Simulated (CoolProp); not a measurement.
Vapour-liquid equilibrium of R13 (1) + n-butane (2) at 199.5 K; x and y are mole fractions of (1).

Computed with CoolProp (multi-fluid Helmholtz-energy mixture model, Platzer 1990 and Bücker 2006; pair parameters Bell 2016). This equation is an older, rougher fit; its heat capacities, sound speeds and derivatives of the liquid may be far off and weren't checked against measurements.

| x | bubble pressure, mixture model (kPa) | bubble pressure, Raoult's law (kPa) | y, mixture model | y, Raoult's law |
|---|---|---|---|---|
| 0.05 | 21.48 | 9.306 | 0.916 | 0.810 |
| 0.125 | 44.56 | 20.47 | 0.961 | 0.920 |
| 0.2 | 61.77 | 31.63 | 0.974 | 0.953 |
| 0.275 | ? | 42.79 | 0.979 | 0.968 |
| 0.35 | 84.73 | 53.95 | 0.982 | 0.978 |
| 0.425 | 92.77 | 65.11 | 0.985 | 0.984 |
| 0.5 | ? | 76.27 | 0.987 | 0.988 |
| 0.575 | 105.9 | 87.43 | 0.988 | 0.991 |
| 0.65 | 112.1 | 98.59 | 0.990 | 0.993 |
| 0.725 | ? | 109.8 | 0.991 | 0.995 |
| 0.8 | 125.8 | 120.9 | 0.993 | 0.997 |
| 0.875 | 133.9 | 132.1 | 0.995 | 0.998 |
| 0.95 | 143.4 | 143.2 | 0.998 | 0.999 |

Task: Some entries are withheld; supply them.

Result: 
- 0.275, bubble pressure, mixture model (kPa): 74.73
- 0.5, bubble pressure, mixture model (kPa): 99.63
- 0.725, bubble pressure, mixture model (kPa): 118.6

The largest gap from Raoult's law is +130.8 % in bubble pressure, at x = 0.05. No azeotrope shows between x = 0.05 and 0.95.

Pair parameters are fitted to limited data, so mixtures are less certain than the pure fluids. With so large a gap from Raoult's law the liquid may split in two, which this calculation doesn't test in full.
